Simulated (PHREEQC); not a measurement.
## Metal-bearing waste water: an equilibrium model

Make-up at 20 °C: 0.13 mol/kgw CdCl2, 0.00057 mol/kgw NiCl2 and 0.00055 mol/kgw NaF. Closed to the air; pH follows from the charge balance.

Equilibrium calculation in PHREEQC: ion-association model, wateq4f.dat.

Each row changes one thing in this solution. This is a speciation only: nothing precipitates in the calculation.

| case | pH | ionic strength (mol/kgw) | Cl- (mol/kgw) | CdCl+ (mol/kgw) | CdCl2 (mol/kgw) | Cd+2 (mol/kgw) | SI of CdOHCl (CdOHCl) | SI of Ni(OH)2 (Ni(OH)2) |
|---|---|---|---|---|---|---|---|---|
| as made | 5.43 | 0.150 | 0.126 | 0.0833 | 0.0232 | 0.0217 | -1.35 | -3.33 |
| NaF from 0.00055 to 0.0055 mol/kgw | 5.71 | 0.156 | 0.127 | 0.0830 | 0.0231 | 0.0217 | ? | ? |
| diluted 2-fold with water | ? | ? | 0.0733 | 0.0414 | 0.00742 | 0.0158 | -1.54 | -3.34 |
| NaF replaced by HF at the same molality | 3.47 | 0.150 | 0.126 | 0.0833 | 0.0232 | 0.0217 | -3.32 | -7.26 |
| NiCl2 from 0.00057 to 0.000627 mol/kgw | 5.43 | 0.151 | 0.126 | 0.0833 | 0.0232 | 0.0217 | -1.35 | -3.29 |
| diluted 100-fold with water | 6.46 | 0.00353 | 0.00241 | 0.000194 | 1.68e-6 | 0.00110 | -2.86 | -2.85 |
| 0.0031 mol/kgw LiOH added | 8.13 | 0.150 | 0.126 | 0.0813 | 0.0227 | 0.0211 | +1.34 | +2.07 |
| 0.025 mol/kgw Cd(NO3)2 added | 5.40 | 0.194 | 0.112 | 0.0981 | 0.0231 | 0.0309 | -1.32 | -3.41 |

Problem. Some entries are withheld; supply them.

Solution. 
- NaF from 0.00055 to 0.0055 mol/kgw, SI of CdOHCl (CdOHCl): -1.08
- NaF from 0.00055 to 0.0055 mol/kgw, SI of Ni(OH)2 (Ni(OH)2): -2.78
- diluted 2-fold with water, pH: 5.54
- diluted 2-fold with water, ionic strength (mol/kgw): 0.0900

Some of these states are supersaturated (in Ni(OH)2, CdOHCl, for instance).
